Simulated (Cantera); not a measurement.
## Nitride etching: Si3N4 + HCl

Input: 1 mol Si3N4, a varied amount of HCl, held at 1123.15 K and 3.30 Pa.

Method: chemical equilibrium by Gibbs-energy minimisation in Cantera with the NASA 1993 tables (ideal gas, pure condensed phases). Candidate condensed phases: NH4Cl, Si, Si3N4; 28 gas species. The tables' values for SiCl3 are old estimates; treat these amounts as uncertain. Kinetics and transport are ignored.

```tsv
n(HCl) (mol)	x HCl	x H2	x N2	x SiCl4	x SiCl2	x SiCl3	n Si3N4(s)
4.7	0.579	0.213	0.0831	0.0814	0.0289	0.0138	0.806
6.1	0.579	0.213	0.0831	0.0814	0.0289	0.0138	0.748
8	0.579	0.213	0.0831	0.0814	0.0289	0.0138	0.669
10	0.579	0.213	0.0831	0.0814	0.0289	0.0138	0.587
13	0.579	0.213	0.0831	0.0814	0.0289	0.0138	0.463
18	0.579	0.213	0.0831	0.0814	0.0289	0.0138	0.256
23	0.579	0.213	0.0831	0.0814	0.0289	0.0138	0.0496
30	0.652	0.180	0.0674	0.0733	0.0173	0.0101	0
```
x: gas mole fraction; n: condensed amount in mol.

From 4.7 mol HCl to 23 mol HCl the condensed part is Si3N4(s). At 30 mol HCl nothing is condensed. The main Si-bearing gas is SiCl4 throughout. The share of Si in condensed phases is highest at 4.7 mol HCl (80.6 %) and lowest at 30 mol HCl (0.0 %).
